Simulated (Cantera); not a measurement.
Feed: 1 mol C₂F₆, 0.65 mol F₂, equilibrated at 0.0210 bar.

Method: chemical equilibrium by Gibbs-energy minimisation in Cantera with the NASA 1993 tables (ideal gas, pure condensed phases). Candidate condensed phases: C; 13 gas species. The feed counts by its element totals alone. Gases not in the tables: C₂F₆ and larger saturated fluorocarbons. The numbers say what is thermodynamically allowed, not how fast it happens.

Q: What share of the C ends up in condensed phases as a function of T (°C), at 677, 877, 1077, 1277, 1477, 1677, 1877, 2077, 2277, 2477, 2677, 2877, 3077?

A: 
```
T (°C)  C condensed (%)           as
------  ---------------  -----------
677                 8.8  C(graphite)
877                 8.8  C(graphite)
1077                8.7  C(graphite)
1277                8.7  C(graphite)
1477                8.4  C(graphite)
1677                6.6  C(graphite)
1877                0.0            -
2077                0.0            -
2277                0.0            -
2477               13.9  C(graphite)
2677               27.2  C(graphite)
2877                0.0            -
3077                0.0            -
```
